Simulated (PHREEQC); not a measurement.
Solution (25 °C): 19 mmol/kgw H3PO4. Closed to the air; pH follows from the charge balance.

Equilibrium calculation in PHREEQC: ion-association model, phreeqc.dat.

Precipitation was switched off in this run.

Problem. Estimate the pH, specific conductance.

Solution. pH 2.08; specific conductance 3220 µS/cm.

Problem. In which forms is P present?

Solution. H3PO4 52 %, H2PO4- 48 % of the P.

Species that the database lacks are ignored.
